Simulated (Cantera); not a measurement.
Fluorocarbon and chlorocarbon gases: CH3Cl + F2

Charge: 1 mol CH3Cl, 0.43 mol F2, equilibrated at 1.00 Torr.

These are equilibrium values from Cantera (NASA tables, ideal gas, pure condensed phases), not measurements of a reactor. Candidate condensed phases: C, C6H6, C7H8, C8H18; 118 gas species. Equilibrium is a limit: real reactors are often held back by kinetics, nucleation or transport.

From 1602 °C to 2402 °C the condensed part is C(graphite). The main C-bearing gas is C2H2 (acetylene) at 1602 °C and C3 at 2402 °C. The share of C in condensed phases is highest at 1602 °C (100.0 %) and lowest at 2402 °C (92.3 %).

```tsv
T (°C)	x HCl	x H	x HF	x H2	x Cl	x C3	n C(graphite)
1602	0.396	0.00867	0.350	0.233	0.0112	7.74e-10	1.000
1702	0.381	0.0180	0.347	0.232	0.0222	1.11e-8	0.999
1802	0.356	0.0348	0.341	0.228	0.0401	1.23e-7	0.999
1902	0.319	0.0628	0.331	0.221	0.0662	1.09e-6	0.997
2002	0.270	0.106	0.317	0.207	0.0996	7.86e-6	0.995
2102	0.212	0.166	0.300	0.184	0.137	4.80e-5	0.993
2202	0.154	0.240	0.280	0.151	0.173	0.000252	0.987
2302	0.102	0.319	0.259	0.113	0.201	0.00116	0.973
2402	0.0617	0.390	0.239	0.0760	0.220	0.00472	0.923
```
x: gas mole fraction; n: condensed amount in mol.
